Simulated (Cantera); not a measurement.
An isothermal, constant-pressure homogeneous reactor starts with CH₄ : H₂ = 0.0049 : 1 (molar parts), at 1625 K and 1300 Pa. Integrator tolerance rtol = 1e-08.

Cantera simulation using GRI-Mech 3.0 (53 species, 325 reactions); the numbers are that mechanism's predictions, not measurements. GRI-Mech 3.0 stops at C3 and has no aromatics, soot or wall deposition, so with more carbon than oxygen in the feed, carbon stays in small species such as C2H2 where larger ones or solid carbon would form. Radical loss at walls, strong at low pressure, is not modelled.

### Question
What does this change do: H2 1 to 0.37 parts?

### Answer
| quantity | before | after |
|---|---|---|
| x(CH₄) at 40.0 s | 0.00134 (gas-phase equilibrium 0.000153) | 0.00163 (gas-phase equilibrium 0.000250) |
| x(H₂) at 40.0 s | 0.996 (gas-phase equilibrium 0.997) | 0.992 (gas-phase equilibrium 0.993) |
| x(C₂H₆) at 40.0 s | 5.25e-9 (gas-phase equilibrium 1.26e-10) | 7.91e-9 (gas-phase equilibrium 3.36e-10) |
| x(C₂H₄) at 40.0 s | 2.15e-6 (gas-phase equilibrium 2.70e-6) | 6.66e-6 (gas-phase equilibrium 7.25e-6) |
| x(CH₃) at 40.0 s | 1.67e-5 (gas-phase equilibrium 1.94e-6) | 2.05e-5 (gas-phase equilibrium 3.17e-6) |
| x(H) at 40.0 s | 0.000614 (gas-phase equilibrium 0.000622) | 0.000612 (gas-phase equilibrium 0.000621) |

### Question
What does this change do: temperature 1625 to 2425 K?

### Answer
```
quantity                                              before                                    after
-----------------  -----------------------------------------  ---------------------------------------
x(CH₄) at 40.0 s    0.00134 (gas-phase equilibrium 0.000153)  9.16e-7 (gas-phase equilibrium 9.24e-7)
x(H₂) at 40.0 s          0.996 (gas-phase equilibrium 0.997)      0.852 (gas-phase equilibrium 0.852)
x(C₂H₆) at 40.0 s   5.25e-9 (gas-phase equilibrium 1.26e-10)    <1e-12 (gas-phase equilibrium <1e-12)
x(C₂H₄) at 40.0 s    2.15e-6 (gas-phase equilibrium 2.70e-6)  2.34e-8 (gas-phase equilibrium 2.34e-8)
x(CH₃) at 40.0 s     1.67e-5 (gas-phase equilibrium 1.94e-6)  2.85e-6 (gas-phase equilibrium 2.88e-6)
x(H) at 40.0 s     0.000614 (gas-phase equilibrium 0.000622)      0.146 (gas-phase equilibrium 0.146)
```
